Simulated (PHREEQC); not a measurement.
NaOH is added in steps, without added water, to 1 kg of water holding 17 mmol/kgw HNO3 and 0.2 mmol/kgw NiCl2, at 25 °C. Oxygen is held at 0.21 atm. CO2 from the air is kept out. The run lets Ni(OH)2, Halite precipitate or redissolve, and no other solid.

Base run: PHREEQC, ion-association model, wateq4f.dat. Each further column changes one thing. The table gives Ni+2 (mol/kgw).

| NaOH added (mol) | base | NiCl2 from 0.0002 to 2e-05 mol/kgw | NiCl2 from 0.0002 to 0.0003 mol/kgw | diluted 5-fold with water | no solid may form |
|---|---|---|---|---|---|
| 0 | 0.000200 | 2.00e-5 | 0.000300 | 4.00e-5 | 0.000200 |
| 0.001187 | 0.000200 | 2.00e-5 | 0.000300 | 4.00e-5 | 0.000200 |
| 0.003563 | 0.000200 | 2.00e-5 | 0.000300 | 1.37e-9 | 0.000200 |
| 0.00475 | 0.000200 | 2.00e-5 | 0.000300 | 6.13e-12 | 0.000200 |
| 0.007125 | 0.000200 | 2.00e-5 | 0.000300 | 8.14e-13 | 0.000200 |
| 0.008313 | 0.000200 | 2.00e-5 | 0.000300 | [?] | 0.000200 |
| 0.01069 | 0.000200 | 2.00e-5 | 0.000300 | 2.31e-13 | 0.000200 |
| 0.01188 | 0.000200 | 2.00e-5 | 0.000300 | 1.76e-13 | 0.000200 |
| 0.01425 | 0.000200 | 2.00e-5 | 0.000300 | 1.13e-13 | 0.000200 |
| 0.01544 | 0.000200 | 2.00e-5 | 0.000300 | [?] | 0.000200 |
| 0.01781 | 8.27e-11 | [?] | 3.12e-10 | [?] | [?] |
| 0.019 | 5.62e-12 | [?] | 7.34e-12 | 5.97e-14 | 8.36e-8 |

Q: Fill in the missing entries.

A: 
- 0.008313, diluted 5-fold with water: 4.81e-13
- 0.01544, diluted 5-fold with water: 9.39e-14
- 0.01781, NiCl2 from 0.0002 to 2e-05 mol/kgw: 2.36e-11
- 0.01781, diluted 5-fold with water: 6.85e-14
- 0.01781, no solid may form: 2.25e-6
- 0.019, NiCl2 from 0.0002 to 2e-05 mol/kgw: 3.75e-12

The database's Ni(OH)2 is the aged solid; a fresh precipitate is more soluble. In at least one series the solution becomes supersaturated in solids that the run did not let form, among them Ni(OH)2.
